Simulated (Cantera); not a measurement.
Charge: 1 mol SiH2Cl2, 5.9 mol H2O, 8.1 mol H2, equilibrated at 1823.15 K and 173 Torr.

Equilibrium computed with Cantera from the NASA thermochemical tables; the gas is ideal and each condensed phase is pure. Candidate condensed phases: H2O, Si, SiO2; 30 gas species. The tables hold silica as quartz up to 1696 K and as liquid above; real silica turns to tridymite and cristobalite and melts near 1996 K. Gases not in the tables: Si(OH)4. Kinetics and transport are ignored.

Base state: H2 0.631, H2O 0.244, HCl 0.125, H 0.000718, Cl 0.000108, SiO 3.85e-5, OH 1.93e-5 (mole fractions); condensed: SiO2(condensed).

**Question.** What changes in the equilibrium state with this change: pressure from 173 Torr to 9.00 Torr?

**Answer.** 
```csv
species,before,after
H2,0.631,0.628
H2O,0.244,0.244
HCl,0.125,0.124
H,0.000718,0.00314
SiO,3.85e-5,0.000735
OH,1.93e-5,8.48e-5
Cl,0.000108,0.000474
"SiO2(condensed), mol",0.999,0.988
```
